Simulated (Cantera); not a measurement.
Charge: 1 mol AlCl3, 40 mol N2O, 230 mol N2, at 723 K and 12.0 mbar.

Method: chemical equilibrium by Gibbs-energy minimisation in Cantera with the NASA 1993 tables (ideal gas, pure condensed phases). Candidate condensed phases: Al, AlCl3, AlN, Al2O3; 24 gas species. Condensed phases not in the tables: AlOCl. The numbers say what is thermodynamically allowed, not how fast it happens.

Base state: N2 0.929, O2 0.0662, Cl2 0.00516 (mole fractions); condensed: Al2O3(s).

Task: What changes in the equilibrium state with this change: N2O from 40 to 0.64 mol?

Result: 
| species | before | after |
|---|---|---|
| N2 | 0.929 | 0.995 |
| Cl2 | 0.00516 | 0.00276 |
| AlCl3 | <1e-9 | 0.00247 |
| O2 | 0.0662 | <1e-9 |
| Al2O3(s), mol | 0.500 | 0.213 |
